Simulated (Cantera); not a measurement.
A closed system holds: 1 mol C2H5OH, 0.22 mol CO2, a varied amount of H2, held at 2948.15 K and 7500 Pa.

Method: chemical equilibrium by Gibbs-energy minimisation in Cantera with the NASA 1993 tables (ideal gas, pure condensed phases). Candidate condensed phases: C, C6H6, C7H8, C8H18, H2O; 110 gas species. Rates play no part.

Question: Which condensed phases are stable at each of these points (n(H2) (mol)): 3.8, 5, 6.3, 7.6, 8.9, 10, 11, 13, 14, 15, 17?

Answer: 
```tsv
n(H2) (mol)	condensed phases	C condensed (%)
3.8	C(graphite)	4.5
5	gas only	0.0
6.3	gas only	0.0
7.6	gas only	0.0
8.9	gas only	0.0
10	gas only	0.0
11	gas only	0.0
13	gas only	0.0
14	gas only	0.0
15	gas only	0.0
17	gas only	0.0
```

At 3.8 mol H2 the condensed part is C(graphite). From 5 mol H2 to 17 mol H2 nothing is condensed.
